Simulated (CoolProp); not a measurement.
Saturation properties of ethanol (Tc = 514.7 K, pc = 6.268 MPa, ω = 0.644).

The numbers come from the reference Helmholtz-energy equation of state, Schroeder 2014 in CoolProp.

| T (K) | p (MPa) | liquid density (kg/m³) | vapour density (kg/m³) | enthalpy of vaporisation (kJ/kg) | surface tension (mN/m) |
|---|---|---|---|---|---|
| 289.5 | 0.004706 | 792.5 | 0.09041 | 929.8 | 22.7 |
| 303 | 0.01038 | 780.9 | 0.1911 | 915.3 | 21.4 |
| 316.4 | 0.02110 | 769.1 | 0.3737 | 899.6 | 20.1 |
| 329.8 | 0.04016 | 757.1 | 0.6867 | 882.2 | 18.8 |
| 343.3 | 0.07245 | 744.4 | 1.200 | 862.7 | 17.5 |
| 356.7 | 0.1236 | 731.3 | 1.994 | 841.0 | 16.2 |
| 370.1 | 0.2017 | 717.3 | 3.182 | 816.8 | 14.9 |
| 383.6 | 0.3172 | 702.2 | 4.918 | 789.5 | 13.5 |
| 397 | 0.4795 | 686.0 | 7.348 | 759.0 | 12.2 |
| 410.4 | 0.7022 | 668.1 | 10.70 | 724.8 | 10.9 |
| 423.9 | 1.001 | 648.3 | 15.27 | 686.4 | 9.52 |
| 437.3 | 1.388 | 626.4 | 21.33 | 644.1 | 8.17 |
| 450.7 | 1.878 | 602.3 | 29.37 | 597.3 | 6.80 |

It boils at 351.6 K under 1 atm.

Surface tension comes from a separate correlation (Mulero 2012).
